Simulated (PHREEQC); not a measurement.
**Copper plating or etch bath: speciation**

Dissolve 0.019 mol CuCl2, 0.00075 mol HBF4 and 0.00022 mol KCl per kg of water at 25 °C. Closed to the air; pH follows from the charge balance.

Equilibrium calculation in PHREEQC: ion-association model, wateq4f.dat.

Each row changes one thing in this solution. This is a speciation only: nothing precipitates in the calculation.

| case | pH | ionic strength (mol/kgw) | HF (mol/kgw) | F- (mol/kgw) | H3BO3 (mol/kgw) | BF4- (mol/kgw) |
|---|---|---|---|---|---|---|
| as made | 2.95 | 0.0565 | 0.00134 | 0.00101 | 0.000612 | 8.94e-5 |
| 0.0011 mol/kgw H3PO4 added | 2.78 | 0.0572 | (withheld) | 0.000779 | 0.000599 | 0.000105 |
| diluted 10-fold with water | 3.67 | 0.00592 | 6.75e-5 | 0.000227 | 7.50e-5 | 2.97e-10 |
| HBF4 from 0.00075 to 0.00375 mol/kgw | 2.50 | (withheld) | 0.00345 | 0.000913 | 0.00104 | 0.00237 |
| CuCl2 from 0.019 to 0.19 mol/kgw | 2.89 | 0.494 | 0.00105 | 0.000968 | 0.000635 | 6.89e-5 |
| diluted 2-fold with water | 3.15 | 0.0288 | 0.000659 | 0.000733 | 0.000363 | 4.45e-6 |
| CuCl2 replaced by ZnCl2 at the same molality | 2.96 | 0.0565 | 0.00134 | 0.00103 | 0.000609 | 9.15e-5 |
| 0.019 mol/kgw NiSO4 added | 3.04 | 0.0980 | 0.00117 | 0.00116 | 0.000627 | 7.39e-5 |
| 0.0022 mol/kgw KOH added | 3.70 | 0.0573 | 0.000492 | 0.00208 | 0.000709 | 1.06e-5 |

**Question.** Complete the blanks.

**Answer.** 
- 0.0011 mol/kgw H3PO4 added, HF (mol/kgw): 0.00155
- HBF4 from 0.00075 to 0.00375 mol/kgw, ionic strength (mol/kgw): 0.0590

Real BF4- forms and hydrolyses slowly; the run takes it at equilibrium.
